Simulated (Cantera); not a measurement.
A closed system holds: 1 mol SiH4, 0.65 mol Cl2, a varied amount of N2, at 1523.15 K and 0.133 bar.

Cantera equilibrium calculation (NASA polynomials, part measured and part estimated; ideal gas, pure solids and liquids). Candidate condensed phases: NH4Cl, Si, Si3N4; 28 gas species. The tables' values for SiCl3 are old estimates; treat these amounts as uncertain. Rates play no part.

log p: log10 of the partial pressure in bar; n: condensed amount in mol.

```csv
n(N2) (mol),log p N2,log p H2,log p HCl,log p SiCl2,log p SiCl3,n Si3N4(s)
22,-0.93,-2.11,-2.17,-3.84,-4.62,0.322
42,-0.90,-2.38,-2.43,-4.11,-5.02,0.323
62,-0.89,___,___,___,-5.26,0.324
82,-0.89,-2.66,-2.71,-4.40,-5.44,0.324
100,-0.89,-2.74,-2.79,-4.48,-5.57,0.324
120,-0.88,-2.82,-2.87,-4.56,-5.69,0.324
140,-0.88,-2.89,-2.93,-4.63,-5.78,0.324
160,-0.88,-2.95,-2.99,-4.69,-5.87,0.324
180,-0.88,-3.00,-3.04,-4.74,-5.95,0.324
200,-0.88,-3.04,-3.09,-4.78,-6.01,0.324
220,-0.88,-3.08,-3.13,-4.82,-6.08,0.324
240,-0.88,-3.12,-3.16,-4.86,-6.13,0.324
260,-0.88,-3.15,-3.20,-4.89,-6.18,0.324
```

Task: Fill in the missing entries.

Result: 
- 62, log p H2: -2.54
- 62, log p HCl: -2.59
- 62, log p SiCl2: -4.28
